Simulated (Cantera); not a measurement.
# SiH₂Cl₂ + N₂ + H₂ + NH₃ (silicon nitride deposition)

Input: 1 mol SiH₂Cl₂, 73 mol N₂, 0.16 mol H₂, 0.42 mol NH₃, at 3000 Pa.

Cantera equilibrium calculation (NASA polynomials, part measured and part estimated; ideal gas, pure solids and liquids). Candidate condensed phases: NH₄Cl, Si, Si₃N₄; 28 gas species. The tables' values for SiCl, SiCl₃, SiN are old estimates; treat these amounts as uncertain. Equilibrium is a limit: real reactors are often held back by kinetics, nucleation or transport.

From 973 K to 1873 K the condensed part is Si₃N₄(s). At 1948 K the condensed part is Si(l). The main Si-bearing gas is SiCl₄ at 973 K and SiCl₂ at 1948 K. The share of Si in condensed phases is highest at 1198 K (98.4 %) and lowest at 1948 K (23.5 %).

| T (K) | x N₂ | x HCl | x H₂ | x SiCl₂ | x H | x Si | x SiCl₄ | x SiCl | n Si₃N₄(s) | n Si(l) |
|---|---|---|---|---|---|---|---|---|---|---|
| 973 | 0.963 | 0.0252 | 0.0112 | 2.72e-8 | 6.60e-10 | <1e-12 | 0.000344 | <1e-12 | 0.325 | 0 |
| 1048 | 0.963 | 0.0254 | 0.0110 | 2.94e-7 | 4.69e-9 | <1e-12 | 0.000274 | <1e-12 | 0.326 | 0 |
| 1123 | 0.963 | 0.0256 | 0.0109 | 2.29e-6 | 2.57e-8 | <1e-12 | 0.000224 | <1e-12 | 0.327 | 0 |
| 1198 | 0.963 | 0.0257 | 0.0109 | 1.36e-5 | 1.15e-7 | <1e-12 | 0.000185 | 3.17e-12 | 0.328 | 0 |
| 1273 | 0.963 | 0.0257 | 0.0109 | 6.42e-5 | 4.30e-7 | <1e-12 | 0.000152 | 7.48e-11 | 0.327 | 0 |
| 1348 | 0.963 | 0.0253 | 0.0111 | 0.000245 | 1.41e-6 | 9.43e-12 | 0.000118 | 1.21e-9 | 0.322 | 0 |
| 1423 | 0.963 | 0.0244 | 0.0116 | 0.000740 | 4.12e-6 | 2.44e-10 | 7.96e-5 | 1.39e-8 | 0.310 | 0 |
| 1498 | 0.963 | 0.0224 | 0.0125 | 0.00174 | 1.11e-5 | 4.53e-9 | 4.24e-5 | 1.17e-7 | 0.285 | 0 |
| 1573 | 0.963 | 0.0195 | 0.0139 | 0.00321 | 2.77e-5 | 6.35e-8 | 1.76e-5 | 7.34e-7 | 0.248 | 0 |
| 1648 | 0.963 | 0.0162 | 0.0155 | 0.00489 | 6.41e-5 | 6.97e-7 | 6.07e-6 | 3.64e-6 | 0.207 | 0 |
| 1723 | 0.963 | 0.0131 | 0.0171 | 0.00651 | 0.000138 | 6.18e-6 | 1.90e-6 | 1.49e-5 | 0.166 | 0 |
| 1798 | 0.963 | 0.0103 | 0.0184 | 0.00790 | 0.000275 | 4.56e-5 | 5.72e-7 | 5.24e-5 | 0.130 | 0 |
| 1873 | 0.962 | 0.00799 | 0.0193 | 0.00897 | 0.000518 | 0.000285 | 1.73e-7 | 0.000162 | 0.0922 | 0 |
| 1948 | 0.962 | 0.00809 | 0.0190 | 0.00876 | 0.000900 | 0.000774 | 8.67e-8 | 0.000302 | 0 | 0.235 |
x: gas mole fraction; n: condensed amount in mol.
